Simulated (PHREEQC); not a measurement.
**City or well water: speciation**

Synthetic water in mg/kgw, 20 °C, pH 6.73, pe 9.3:

```tsv
constituent	mg/kgw
Na	13
K	0.022
Ca	7.49
Mg	2.79
Cl	1.81
S(6) as SO4	14.3
Alkalinity as HCO3	48.3
Si as SiO2	0.855
```

Valence states are taken as typed.

All values are PHREEQC results (ion-association model, phreeqc.dat), not measurements.

Precipitation was switched off in this run.

### Question
What specific conductance, charge-balance error does the model give?

### Answer
specific conductance 105 µS/cm; charge-balance error 1.3 %.

### Question
In which forms is C present?

### Answer
HCO3- 70 %, CO2 30 % of the C.

Species that the database lacks are ignored.
